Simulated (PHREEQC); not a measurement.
2.1 g of hydrous ferric oxide (600 m²/g; 0.2 weak and 0.005 strong sites per Fe, Dzombak-Morel constants, diffuse double layer) in 1 kg of water with 0.05 mol/kgw of an inert sodium salt and 0.002 mol H3BO3, at 25 °C; the pH is set by adding NaOH or the inert anion's acid. Oxygen is held at 0.21 atm. No CO2 enters from the air. No solid was allowed to form.

Base run: PHREEQC, ion-association model, wateq4f.dat. Each further column changes one thing. The table gives B sorbed (%).

| pH | base | background salt from 0.05 to 0.005 mol/kgw | oxide from 2.1 to 10 g/kgw |
|---|---|---|---|
| 4 | 0.4 | [?] | [?] |
| 4.75 | 0.8 | 1.2 | 3.7 |
| 5.5 | 1.2 | 1.4 | 5.3 |
| 6.25 | 1.4 | 1.5 | 6.3 |
| 7 | 1.5 | 1.5 | 6.6 |
| 7.75 | 1.4 | 1.4 | 6.5 |
| 8.5 | 1.2 | 1.2 | 5.6 |
| 9.25 | 0.6 | [?] | 3.0 |
| 10 | 0.2 | 0.2 | 0.8 |

Some entries are withheld; supply them.


- 4, background salt from 0.05 to 0.005 mol/kgw: 0.9
- 4, oxide from 2.1 to 10 g/kgw: 1.7
- 9.25, background salt from 0.05 to 0.005 mol/kgw: 0.7
